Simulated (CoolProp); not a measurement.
A Linde-Hampson liquefier for dry air: isothermal reversible compression at 230 K from 1 atm to 20 MPa, throttling to 1 atm, return gas leaving the recuperator 10 K below the feed. Each further row changes one setting.

Computed with CoolProp (reference Helmholtz-energy equation of state, Lemmon 2000). It is a pseudo-pure fit of the blend.

```
case                        liquid yield per pass  compression work (kJ/kg of gas)
--------------------------  ---------------------  -------------------------------
as stated                                   0.150                              337
high pressure 40 MPa                        0.187                              384
warm-end temperature 260 K                  0.100                              388
warm-end gap 15 K                           0.137                              337
```
